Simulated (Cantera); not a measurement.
A perfectly stirred reactor is fed with H2 : O2 : N2 = 0.82 : 1 : 15 (molar parts), equivalence ratio 0.41, at 0.120 bar; it is held at 1125 K, and followed from long to short residence time.

Model: GRI-Mech 3.0 (53 species, 325 reactions), integrated in Cantera. The temperature is held fixed by assumption; the heat of reaction is taken as removed at once.

Q: Predict: x(H2) at τ = 2.00 s; x(O2) at τ = 2.00 s; x(O) at τ = 2.00 s; x(H) at τ = 2.00 s; x(NO) at τ = 2.00 s; x(H2) at τ = 81.0 ms; x(O2) at τ = 81.0 ms; x(O) at τ = 81.0 ms; x(H) at τ = 81.0 ms; x(NO) at τ = 81.0 ms.

A: 
```json
{
  "x(H2) at τ = 2.00 s": "0.000133",
  "x(O2) at τ = 2.00 s": "0.0359",
  "x(O) at τ = 2.00 s": "7.80e-5",
  "x(H) at τ = 2.00 s": "3.03e-5",
  "x(NO) at τ = 2.00 s": "1.21e-7",
  "x(H2) at τ = 81.0 ms": "0.000979",
  "x(O2) at τ = 81.0 ms": "0.0362",
  "x(O) at τ = 81.0 ms": "0.000609",
  "x(H) at τ = 81.0 ms": "0.000701",
  "x(NO) at τ = 81.0 ms": "5.60e-7"
}
```
